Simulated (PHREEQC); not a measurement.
Consider water at 25 °C with 0.052 mol/kgw H3BO3 and 0.0021 mol/kgw NaCl. Closed to the air; pH follows from the charge balance.

Equilibrium calculation in PHREEQC: ion-association model, phreeqc.dat.

No solid was allowed to form.

Q: Predict the pH.

A: pH 5.26.

Species that the database lacks are ignored.
